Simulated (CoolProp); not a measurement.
Vapour-liquid equilibrium of n-heptane (1) + p-xylene (2) at 358.4 K; x and y are mole fractions of (1).

Computed with CoolProp (multi-fluid Helmholtz-energy mixture model, Span 2003 and Zhou 2012; pair parameters Bell 2016).

| x | bubble pressure (bar) | y at the bubble point | dew pressure at overall composition x (bar) | liquid density (mol/L) |
|---|---|---|---|---|
| 0.05 | 0.2247 | 0.191 | ? | 7.492 |
| 0.2 | ? | 0.505 | 0.2265 | ? |
| 0.35 | 0.3924 | 0.667 | ? | ? |
| 0.5 | 0.4620 | 0.773 | ? | 6.865 |
| 0.65 | 0.5274 | 0.853 | 0.3828 | ? |
| 0.8 | 0.5913 | 0.920 | 0.4826 | ? |
| 0.95 | 0.6556 | 0.981 | 0.6220 | 6.310 |

Complete the blanks.


- 0.05, dew pressure at overall composition x (bar): 0.1985
- 0.2, bubble pressure (bar): 0.3149
- 0.2, liquid density (mol/L): 7.275
- 0.35, dew pressure at overall composition x (bar): 0.2632
- 0.35, liquid density (mol/L): 7.066
- 0.5, dew pressure at overall composition x (bar): 0.3130
- 0.65, liquid density (mol/L): 6.673
- 0.8, liquid density (mol/L): 6.488

No azeotrope shows between x = 0.05 and 0.95.

The pair parameters rest on a limited set of measurements; away from them the model extrapolates.
